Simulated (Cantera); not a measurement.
Cantera run:

```python
import numpy as np
import cantera as ct

gas_names = [...]  # 118 gases of nasa_gas.yaml made of C, Cl, F, H
cond_names = """
    C(gr) C6H6(L) C7H8(L) C8H18(L),n-octa
""".split()


# ... load() reads the species with a 1 bar reference pressure and builds the phases ...
atoms = {
    'CH2F2': {'C': 1, 'H': 2, 'F': 2},
    'HCl': {'H': 1, 'CL': 1},
    'H2': {'H': 2},
}
top_T = {'C(gr)': 4500}  # K; cautious upper limits of use, not melting points


# ... equilibrate(T, P, feed) seeds the gas with the atoms and calls Mixture.equilibrate('TP', solver="vcs", rtol=1e-11, max_steps=5000) ...
results = []
feed = {'CH2F2': 1, 'HCl': 0.22, 'H2': 3.6}  # mol
P = 660  # Pa
for T in [1275, 1375, 1475, 1575, 1675, 1775, 1875, 1975, 2075, 2175]:
    mix = equilibrate(T, P, feed)
    results.append((T, P, feed, dict(zip(mix.species_names, mix.species_moles))))

top = {s: max(r[3][s] / sum(r[3][g] for g in gas_names) for r in results) for s in gas_names}
cols = sorted((s for s in top if top[s] > 1e-06), key=lambda s: -top[s])[:6]
seen = [c for c in cond_names if any(r[3].get(c, 0) > 1e-12 for r in results)]
print("log10 of partial pressures in bar; condensed amounts in mol")
print(f"{'T/K':>10s}" + "".join(f"{s[:9]:>10s}" for s in cols + seen))
for T, P, feed, n in results:
    ng = sum(n[g] for g in gas_names)
    print(f"{T:10.4g}" + "".join(f"{np.log10(max(n[s] / ng * P / 1e5, 1e-99)):10.3f}" for s in cols)
          + "".join(f"{n.get(c, 0):10.4g}" for c in seen))
```

Result:

```
log10 of partial pressures in bar; condensed amounts in mol
       T/K        H2        HF         H       HCL        CL C2H2,acet     C(gr)
      1275    -2.389    -2.644    -7.327    -3.603    -8.612    -8.805    0.9999
      1375    -2.389    -2.644    -6.660    -3.603    -7.955    -8.139    0.9999
      1475    -2.389    -2.644    -6.082    -3.603    -7.387    -7.565    0.9999
      1575    -2.389    -2.644    -5.576    -3.603    -6.890    -7.065    0.9998
      1675    -2.390    -2.645    -5.130    -3.604    -6.452    -6.626    0.9996
      1775    -2.391    -2.645    -4.734    -3.605    -6.063    -6.237     0.999
      1875    -2.393    -2.646    -4.380    -3.608    -5.716    -5.892    0.9977
      1975    -2.397    -2.647    -4.062    -3.613    -5.405    -5.584    0.9954
      2075    -2.404    -2.650    -3.777    -3.622    -5.127    -5.310    0.9912
      2175    -2.417    -2.655    -3.520    -3.638    -4.878    -5.068    0.9845
```

Method: chemical equilibrium by Gibbs-energy minimisation in Cantera with the NASA 1993 tables (ideal gas, pure condensed phases).
